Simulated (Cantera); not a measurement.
A perfectly stirred reactor is fed with H2 : O2 : N2 = 1.5 : 1 : 3.2 (molar parts), equivalence ratio 0.75, at 23000 Pa; it is held at 1250 K, and followed from long to short residence time.

Computed with Cantera and the H2/O2 subset of GRI-Mech 3.0, which has no nitrogen chemistry. The temperature is held fixed by assumption; the heat of reaction is taken as removed at once.

What does this change do: pressure from 23000 Pa to 11000 Pa?


| quantity | before | after |
|---|---|---|
| x(H2) at τ = 2.20 s | 0.000210 | 0.000437 |
| x(O2) at τ = 2.20 s | 0.0505 | 0.0505 |
| x(OH) at τ = 2.20 s | 0.000331 | 0.000569 |
| x(H2O2) at τ = 2.20 s | 4.53e-7 | 4.35e-7 |
| x(O) at τ = 2.20 s | 3.82e-5 | 0.000109 |
| x(H2) at τ = 12.0 ms | 0.00599 | 0.0112 |
| x(O2) at τ = 12.0 ms | 0.0527 | 0.0553 |
| x(OH) at τ = 12.0 ms | 0.00193 | 0.00314 |
| x(H2O2) at τ = 12.0 ms | 2.43e-6 | 1.40e-6 |
| x(O) at τ = 12.0 ms | 0.00128 | 0.00331 |
